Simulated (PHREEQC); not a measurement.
Solution (25 °C): 0.066 mol/kgw NH3. Closed to the air; pH follows from the charge balance.

Computed with PHREEQC (ion-association model, phreeqc.dat).

```
quantity                   before    after
------------------------  -------  -------
pH                          11.03    11.19
ionic strength (mol/kgw)  0.00112  0.00110
NH4+ (mol/kgw)            0.00112  0.00110
```

Task: What was changed between the two runs?
(A) temperature from 25 to 20 °C
(B) NH3 replaced by (NH4)2HPO4 at the same molality
(C) NH3 replaced by (NH4)2SiF6 at the same molality
(D) NH3 from 0.066 to 0.33 mol/kgw
(E) 0.00067 mol/kgw Ca(OH)2 added

Result: A, temperature from 25 to 20 °C

No solid was allowed to form.
